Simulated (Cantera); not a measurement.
A closed system holds: 1 mol SiO2, 66 mol H2, at 1277 °C and 1.33 mbar.

These are equilibrium values from Cantera (NASA tables, ideal gas, pure condensed phases), not measurements of a reactor. Candidate condensed phases: H2O, Si, SiO2; 18 gas species. The tables hold silica as quartz up to 1696 K and as liquid above; real silica turns to tridymite and cristobalite and melts near 1996 K. The numbers say what is thermodynamically allowed, not how fast it happens.

Base state: H2 0.995, SiO 0.00227, H2O 0.00227, H 0.000860 (mole fractions); condensed: SiO2(β-quartz).

**Question.** What changes in the equilibrium state with this change: SiO2 replaced by Al2O3?

**Answer.** 
| species | before | after |
|---|---|---|
| H2 | 0.995 | 0.999 |
| H | 0.000860 | 0.000862 |
| H2O | 0.00227 | 5.46e-6 |
| SiO | 0.00227 | 0 |
| SiO2(β-quartz), mol | 0.849 | 0 |
| Al2O3(s), mol | 0 | 1.000 |
Further candidate phases: Al, Al2O3.

**Question.** What changes in the equilibrium state with this change: temperature from 1277 °C to 775 °C?

**Answer.** 
| species | before | after |
|---|---|---|
| H2 | 0.995 | 1.00 |
| H | 0.000860 | 2.12e-7 |
| H2O | 0.00227 | 8.91e-8 |
| SiO | 0.00227 | 8.91e-8 |
| SiO2(β-quartz), mol | 0.849 | 1.000 |

**Question.** What changes in the equilibrium state with this change: pressure from 1.33 mbar to 2.50 bar?

**Answer.** 
```csv
species,before,after
H2,0.995,1.000
H2O,0.00227,5.27e-5
SiO,0.00227,5.26e-5
H,0.000860,1.99e-5
"SiO2(β-quartz), mol",0.849,0.997
```
